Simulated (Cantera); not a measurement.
A closed system holds: 1 mol Si, a varied amount of NF3, 3.4 mol N2, held at 650 K and 7.50 Torr.

These are equilibrium values from Cantera (NASA tables, ideal gas, pure condensed phases), not measurements of a reactor. Candidate condensed phases: Si, Si3N4; 16 gas species. Rates play no part.

Question: Which condensed phases are stable at each of these points (n(NF3) (mol)): 0.78, 1, 1.3, 1.7, 2.2, 2.9, 3.8, 4.9?

Answer: 
| n(NF3) (mol) | condensed phases | Si condensed (%) |
|---|---|---|
| 0.78 | Si3N4(s) | 41.5 |
| 1 | Si3N4(s) | 25.0 |
| 1.3 | Si3N4(s) | 2.5 |
| 1.7 | gas only | 0.0 |
| 2.2 | gas only | 0.0 |
| 2.9 | gas only | 0.0 |
| 3.8 | gas only | 0.0 |
| 4.9 | gas only | 0.0 |

From 0.78 mol NF3 to 1.3 mol NF3 the condensed part is Si3N4(s). From 1.7 mol NF3 to 4.9 mol NF3 nothing is condensed.
